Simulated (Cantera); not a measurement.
Input: 1 mol Si3N4, 45 mol H2, at 2.30e-5 bar.

These are equilibrium values from Cantera (NASA tables, ideal gas, pure condensed phases), not measurements of a reactor. Candidate condensed phases: Si, Si3N4; 18 gas species. The tables' values for SiN are old estimates; treat these amounts as uncertain. Gases not in the tables: Si2H6 and higher silanes. Rates play no part.

x: gas mole fraction; n: condensed amount in mol.

| T (°C) | x H2 | x H | x Si | x N2 | x SiH | x Si2 | n Si(s) | n Si(l) |
|---|---|---|---|---|---|---|---|---|
| 1075 | 0.957 | 0.000472 | 8.18e-6 | 0.0425 | 2.47e-7 | 3.11e-9 | 3.00 | 0 |
| 1125 | 0.956 | ___ | ___ | 0.0425 | ___ | ___ | 3.00 | 0 |
| 1175 | 0.955 | 0.00188 | 0.000127 | 0.0425 | 2.39e-6 | 1.11e-7 | 2.99 | 0 |
| 1225 | 0.954 | 0.00350 | 0.000436 | 0.0425 | 6.61e-6 | 5.50e-7 | 2.98 | 0 |
| 1275 | 0.950 | 0.00626 | 0.00138 | 0.0424 | 1.71e-5 | 2.46e-6 | 2.93 | 0 |
| 1325 | 0.943 | 0.0108 | 0.00407 | 0.0421 | 4.16e-5 | 1.00e-5 | 2.80 | 0 |
| 1375 | 0.929 | 0.0179 | 0.0112 | 0.0417 | 9.52e-5 | 3.73e-5 | 2.45 | 0 |
| 1425 | 0.902 | 0.0286 | 0.0286 | 0.0407 | 0.000203 | 0.000124 | 0 | 1.57 |
| 1475 | 0.858 | 0.0441 | 0.0575 | 0.0391 | 0.000340 | 0.000269 | 0 | 0 |
| 1525 | 0.836 | 0.0671 | 0.0573 | 0.0387 | 0.000288 | 0.000147 | 0 | 0 |
| 1575 | 0.806 | ___ | 0.0566 | 0.0380 | ___ | ___ | 0 | 0 |
| 1625 | 0.765 | 0.143 | 0.0554 | 0.0371 | 0.000203 | 4.59e-5 | 0 | 0 |

Task: Fill in the missing entries.

Result: 
- 1125, x H: 0.000965
- 1125, x Si: 3.39e-5
- 1125, x SiH: 8.01e-7
- 1125, x Si2: 1.98e-8
- 1575, x H: 0.0992
- 1575, x SiH: 0.000243
- 1575, x Si2: 8.17e-5
